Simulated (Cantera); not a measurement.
An isothermal plug-flow reactor at 1200 K and 1.00 atm (inlet), inlet velocity 3 m/s, active area per volume 8400 1/m; feed CH₄ : O₂ : N₂ : H₂O = 0.006 : 0.11 : 0.79 : 0.03 (molar parts).

Detailed kinetics in Cantera: Deutschmann's 1995 Pt surface mechanism with GRI-Mech 3.0 gas chemistry. Catalytic surfaces can have several steady states; this one follows from the mechanism file's or the stated starting coverage. Mass transfer to the wall is taken as infinitely fast.

x: gas mole fraction; θ: surface coverage.

```tsv
z (m)	x CH₄	x O₂	x H₂O	x CO₂	x CO	θ free Pt	θ O*	θ OH*
0.00055	0.00341	0.112	0.0380	0.00296	…	0.410	0.587	0.00241
0.0012	0.00160	0.108	0.0416	0.00475	…	0.412	0.586	0.00252
0.0026	0.000312	0.105	0.0442	0.00603	…	0.413	0.584	0.00260
0.0055	1.06e-5	0.105	0.0448	0.00634	…	0.413	0.584	0.00261
0.012	6.63e-9	0.105	0.0448	0.00636	…	0.413	0.584	0.00261
0.026	4.81e-10	0.105	0.0448	0.00637	…	0.413	0.584	0.00261
0.055	1.02e-10	0.105	0.0448	0.00638	…	0.413	0.584	0.00261
```

**Question.** What belongs in the gaps?

**Answer.** 
- 0.00055, x CO: 4.43e-6
- 0.0012, x CO: 2.10e-6
- 0.0026, x CO: 4.24e-7
- 0.0055, x CO: 2.65e-8
- 0.012, x CO: 6.45e-9
- 0.026, x CO: 2.84e-9
- 0.055, x CO: 1.90e-9
